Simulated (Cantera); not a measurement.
**PbO + CO + N₂ + H₂ (iron carbonyl, mercury and lead vapours)**

Input: 1 mol PbO, a varied amount of CO, 5.2 mol N₂, 0.12 mol H₂, equilibrated at 502 °C and 280 Pa.

Method: chemical equilibrium by Gibbs-energy minimisation in Cantera with the NASA 1993 tables (ideal gas, pure condensed phases). Candidate condensed phases: C, C₆H₆, C₇H₈, C₈H₁₈, H₂O, Pb, PbO, PbO₂, Pb₃O₄; 139 gas species. Kinetics and transport are ignored.

| n(CO) (mol) | x N₂ | x CO | x CO₂ | x H₂O | x H₂ | x Pb | n Pb(l) | n PbO(yellow) | n C(graphite) |
|---|---|---|---|---|---|---|---|---|---|
| 0.76 | 0.855 | 1.37e-6 | 0.125 | 0.0197 | 1.10e-6 | 8.89e-6 | 0.880 | 0.120 | 0 |
| 1.3 | 0.785 | 0.0518 | 0.145 | 0.00646 | 0.0117 | 8.89e-6 | 1.000 | 0 | 0 |
| 1.9 | 0.720 | 0.128 | 0.136 | 0.00289 | 0.0137 | 8.89e-6 | 1.000 | 0 | 0 |
| 2.5 | 0.665 | 0.194 | 0.126 | 0.00175 | 0.0136 | 8.89e-6 | 1.000 | 0 | 0 |
| 3 | 0.625 | 0.242 | 0.119 | 0.00128 | 0.0131 | 8.89e-6 | 1.000 | 0 | 0 |
| 3.6 | 0.583 | 0.292 | 0.111 | 0.000942 | 0.0125 | 8.89e-6 | 1.000 | 0 | 0 |
| 4.2 | 0.546 | 0.337 | 0.104 | 0.000728 | 0.0119 | 8.89e-6 | 1.000 | 0 | 0 |
| 4.8 | 0.514 | 0.376 | 0.0982 | 0.000583 | 0.0113 | 8.89e-6 | 1.000 | 0 | 0 |
| 5.3 | 0.493 | 0.396 | 0.100 | 0.000542 | 0.0108 | 8.89e-6 | 1.000 | 0 | 0.0623 |
| 5.9 | 0.471 | 0.410 | 0.107 | 0.000536 | 0.0103 | 8.89e-6 | 1.000 | 0 | 0.190 |
| 6.5 | 0.452 | 0.423 | 0.114 | 0.000530 | 0.00990 | 8.89e-6 | 1.000 | 0 | 0.320 |
| 7.1 | 0.434 | 0.435 | 0.121 | 0.000522 | 0.00950 | 8.89e-6 | 1.000 | 0 | 0.451 |
x: gas mole fraction; n: condensed amount in mol.

At 0.76 mol CO the condensed part is Pb(l) + PbO(yellow). From 1.3 mol CO to 4.8 mol CO the condensed part is Pb(l). From 5.3 mol CO to 7.1 mol CO the condensed part is C(graphite) + Pb(l). The main Pb-bearing gas is Pb throughout.
